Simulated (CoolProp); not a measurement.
n-hexane along the isotherm 387.8 K: density (kg/m³) from the reference equation and from simpler models built on Tc = 507.8 K, pc = 3044 kPa, ω = 0.300; each cubic takes its own stable root.

The numbers come from the reference Helmholtz-energy equation of state, Thol 2019 in CoolProp.

```tsv
p (kPa)	phase	reference
702	liquid	565.6
1050	liquid	566.5
1400	liquid	567.4
1760	liquid	568.3
2110	liquid	569.2
2460	liquid	570.1
2810	liquid	571.0
3160	liquid	571.8
3510	liquid	572.7
3860	liquid	573.5
4210	liquid	574.3
4570	liquid	575.1
```

### Question
How far does each simpler model (van der Waals, Redlich-Kwong, Soave-Redlich-Kwong, Peng-Robinson) lie from the reference over these 12 states: mean and median of the absolute difference, and the worst?

### Answer
- van der Waals: mean 44.2 %, median 39.5 %, worst -96.1 % at 387.8 K and 702 kPa
- Redlich-Kwong: mean 14.4 %, median 14.3 %, worst -15.5 % at 387.8 K and 702 kPa
- Soave-Redlich-Kwong: mean 10.2 %, median 10.2 %, worst -10.8 % at 387.8 K and 702 kPa
- Peng-Robinson: mean 1.6 %, median 1.6 %, worst +2.0 % at 387.8 K and 4570 kPa

At some of these states van der Waals gives the other phase, because its saturation line lies elsewhere.
